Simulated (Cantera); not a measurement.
An isothermal, constant-pressure homogeneous reactor starts with CH4 : CO2 = 1 : 0.31 (molar parts), at 2175 K and 3.85 atm. Integrator tolerance rtol = 1e-08.

Cantera simulation using GRI-Mech 3.0 (53 species, 325 reactions); the numbers are that mechanism's predictions, not measurements. GRI-Mech 3.0 stops at C3 and has no aromatics, soot or wall deposition, so with more carbon than oxygen in the feed, carbon stays in small species such as C2H2 where larger ones or solid carbon would form.

Question: What does this change do: temperature 2175 to 1375 K?

Answer: 
| quantity | before | after |
|---|---|---|
| x(CH4) at 100 s | 0.00406 (gas-phase equilibrium 0.00406) | 0.348 (gas-phase equilibrium 0.300) |
| x(CO2) at 100 s | 2.69e-7 (gas-phase equilibrium 2.70e-7) | 0.0303 (gas-phase equilibrium 7.11e-6) |
| x(H) at 100 s | 0.00197 (gas-phase equilibrium 0.00197) | 8.83e-7 (gas-phase equilibrium 1.06e-6) |
| x(C2H6) at 100 s | 5.40e-7 (gas-phase equilibrium 5.40e-7) | 0.000933 (gas-phase equilibrium 0.000486) |
| x(HO2) at 100 s | <1e-12 (gas-phase equilibrium <1e-12) | <1e-12 (gas-phase equilibrium <1e-12) |
| x(H2) at 100 s | 0.626 (gas-phase equilibrium 0.626) | 0.256 (gas-phase equilibrium 0.366) |
